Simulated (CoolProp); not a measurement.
A simple Rankine cycle with m-xylene: condensing at 320.15 K, boiler at 0.931 MPa, turbine inlet 534.5 K, turbine efficiency 0.7, pump efficiency 0.8, no recuperator. Each further row changes one setting.

The numbers come from the reference Helmholtz-energy equation of state, Zhou 2012 in CoolProp.

| case | thermal efficiency (%) | net work (kJ/kg) | heat in (kJ/kg) | turbine exit temperature (K) | volume ratio over the turbine |
|---|---|---|---|---|---|
| as stated | 18.9 | 136 | 720 | 447.3 | 264 |
| turbine inlet 554.5 K | 18.7 | 143 | 763 | 468.1 | 258 |
| condensing temperature 312.15 K | 19.8 | 145 | 734 | 442.1 | 390 |
| boiler pressure 0.652 MPa | 18.0 | 131 | 729 | 455.6 | 175 |
| turbine efficiency 0.6 | 16.2 | 117 | 720 | 458.5 | 270 |
